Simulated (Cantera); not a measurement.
An isothermal plug-flow reactor at 650 K and 0.0850 bar (inlet), inlet velocity 0.077 m/s, active area per volume 320 1/m; feed 0.467 % CO, 4.91 % O2, 92.3 % N2, 2.34 % H2O, equivalence ratio 0.048.

Detailed kinetics in Cantera: Deutschmann's 1995 Pt surface mechanism with GRI-Mech 3.0 gas chemistry. Catalytic surfaces can have several steady states; this one follows from the mechanism file's or the stated starting coverage. Mass transfer to the wall is taken as infinitely fast.

Predict: x(CO) at z = 0.023 m; x(O2) at z = 0.023 m; x(H2O) at z = 0.023 m; x(CO2) at z = 0.023 m; θ(free Pt) at the exit; θ(O*) at the exit; θ(OH*) at the exit.


```json
{
 "x(CO) at z = 0.023 m": "1.04e-5",
 "x(O2) at z = 0.023 m": "0.0468",
 "x(H2O) at z = 0.023 m": "0.0234",
 "x(CO2) at z = 0.023 m": "0.00467",
 "θ(free Pt) at the exit": "0.0129",
 "θ(O*) at the exit": "0.986",
 "θ(OH*) at the exit": "0.00142"
}
```
